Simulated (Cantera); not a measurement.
A closed system holds: 1 mol SiH₄, 0.0063 mol C₂H₄, 350 mol H₂, at 158 Torr.

Cantera equilibrium calculation (NASA polynomials, part measured and part estimated; ideal gas, pure solids and liquids). Candidate condensed phases: C, C₆H₆, C₇H₈, C₈H₁₈, Si, SiC; 87 gas species. Mutual solubility and eutectic melting of coexisting phases are not modelled. Gases not in the tables: Si₂H₆ and higher silanes. Equilibrium is a limit: real reactors are often held back by kinetics, nucleation or transport.

x: gas mole fraction; n: condensed amount in mol.

| T (K) | x H₂ | x H | x SiH₂ | x Si | x SiH | n Si(s) | n SiC(s) | n Si(l) |
|---|---|---|---|---|---|---|---|---|
| 1025 | 1.000 | ? | 1.90e-10 | <1e-12 | <1e-12 | 0.990 | 0.00998 | 0 |
| 1100 | 1.000 | ? | 1.32e-9 | <1e-12 | 1.56e-12 | 0.990 | 0.0103 | 0 |
| 1175 | 1.000 | ? | 7.10e-9 | 2.55e-12 | 2.06e-11 | 0.989 | 0.0106 | 0 |
| 1250 | 1.000 | ? | 3.13e-8 | 3.96e-11 | 2.00e-10 | 0.989 | 0.0108 | 0 |
| 1325 | 1.000 | ? | 1.17e-7 | 4.49e-10 | 1.49e-9 | 0.989 | 0.0109 | 0 |
| 1400 | 1.000 | ? | 3.77e-7 | 3.92e-9 | 8.96e-9 | 0.989 | 0.0111 | 0 |
| 1475 | 1.000 | ? | 1.08e-6 | 2.74e-8 | 4.47e-8 | 0.988 | 0.0112 | 0 |
| 1550 | 1.000 | ? | 2.79e-6 | 1.58e-7 | 1.91e-7 | 0.988 | 0.0113 | 0 |
| 1625 | 1.000 | ? | 6.61e-6 | 7.76e-7 | 7.08e-7 | 0.986 | 0.0113 | 0 |
| 1700 | 1.000 | ? | 1.42e-5 | 3.23e-6 | 2.29e-6 | 0 | 0.0114 | 0.982 |
| 1775 | 0.999 | ? | 2.50e-5 | 1.05e-5 | 5.88e-6 | 0 | 0.0112 | 0.974 |
| 1850 | 0.999 | ? | 4.21e-5 | 3.07e-5 | 1.39e-5 | 0 | 0.0108 | 0.958 |

Question: What belongs in the gaps?

Answer: 
- 1025, x H: 9.51e-9
- 1100, x H: 5.64e-8
- 1175, x H: 2.68e-7
- 1250, x H: 1.05e-6
- 1325, x H: 3.57e-6
- 1400, x H: 1.06e-5
- 1475, x H: 2.83e-5
- 1550, x H: 6.87e-5
- 1625, x H: 0.000154
- 1700, x H: 0.000321
- 1775, x H: 0.000631
- 1850, x H: 0.00117
